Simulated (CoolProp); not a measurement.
Vapour-liquid equilibrium of n-hexane (1) + p-xylene (2) at 0.415 bar; x and y are mole fractions of (1).

Model: multi-fluid Helmholtz-energy mixture model, Thol 2019 and Zhou 2012; pair parameters Bell 2016, in CoolProp.

```
x     bubble temperature, mixture model (°C)  bubble temperature, Raoult's law (°C)  y, mixture model  y, Raoult's law
----  --------------------------------------  -------------------------------------  ----------------  ---------------
0.05                                    96.9                                   99.0             0.333            0.289
0.2                                     76.4                                   80.4             0.729            0.694
0.35                                    65.0                                   68.4             0.857            0.846
0.5                                     57.7                                   59.9             0.916            0.918
0.65                                    52.3                                   53.5             0.951            0.957
0.8                                     47.9                                   48.3             0.975            0.981
0.95                                    44.0                                   44.1             0.994            0.996
```

The largest gap from Raoult's law is -4.0 K in bubble temperature, at x = 0.2. No azeotrope shows between x = 0.05 and 0.95.

The pair parameters rest on a limited set of measurements; away from them the model extrapolates.
